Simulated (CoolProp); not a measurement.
Ethylbenzene along the isotherm 620 K: fugacity coefficient from the reference equation and from simpler models built on Tc = 617.1 K, pc = 3.622 MPa, ω = 0.304; each cubic takes its own stable root.

Model: reference Helmholtz-energy equation of state, Zhou 2012, in CoolProp.

```csv
p (MPa),phase,reference,van der Waals,Redlich-Kwong,Peng-Robinson
2.26,gas,0.7880,0.8179,0.7967,0.7792
4.53,supercritical,0.5541,0.6017,0.5727,0.5519
6.79,supercritical,0.4074,0.4639,0.4309,0.4107
9.06,supercritical,0.3341,0.3968,0.3596,0.3391
11.3,supercritical,0.2917,0.3599,0.3184,0.2973
13.6,supercritical,0.2638,0.3379,0.2915,0.2696
15.8,supercritical,0.2458,0.3258,0.2745,0.2515
18.1,supercritical,0.2326,0.3193,0.2624,0.2383
```
